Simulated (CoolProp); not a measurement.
Properties of p-xylene along the isobar 11 MPa.

Values from CoolProp's reference Helmholtz-energy equation of state, Zhou 2012.

| T (°C) | phase | Z | cp (kJ/(kg K)) | conductivity (mW/(m K)) | fugacity coefficient |
|---|---|---|---|---|---|
| 140.45 | liquid | 0.4426 | 2.091 | 105 | 0.01447 |
| 146.45 | liquid | 0.4393 | 2.111 | 104 | 0.01676 |
| 152.45 | liquid | 0.4361 | 2.132 | 102 | 0.01931 |
| 158.45 | liquid | 0.4332 | 2.152 | 101 | 0.02213 |
| 164.55 | liquid | 0.4303 | 2.173 | 100 | 0.02530 |
| 170.55 | liquid | 0.4276 | 2.194 | 99.4 | 0.02872 |
| 176.55 | liquid | 0.4251 | 2.214 | 98.4 | 0.03246 |
| 182.55 | liquid | 0.4227 | 2.235 | 97.5 | 0.03653 |
| 188.65 | liquid | 0.4204 | 2.256 | 96.6 | 0.04102 |
| 194.65 | liquid | 0.4183 | 2.277 | 95.7 | 0.04579 |
| 200.65 | liquid | 0.4163 | 2.298 | 94.9 | 0.05093 |
| 206.65 | liquid | 0.4145 | 2.319 | 94.1 | 0.05643 |
| 212.75 | liquid | 0.4128 | 2.340 | 93.3 | 0.06242 |
| 218.75 | liquid | 0.4112 | 2.361 | 92.5 | 0.06870 |
| 224.75 | liquid | 0.4098 | 2.382 | 91.8 | 0.07536 |

Thermal conductivity comes from a separate model (Mylona 2014).
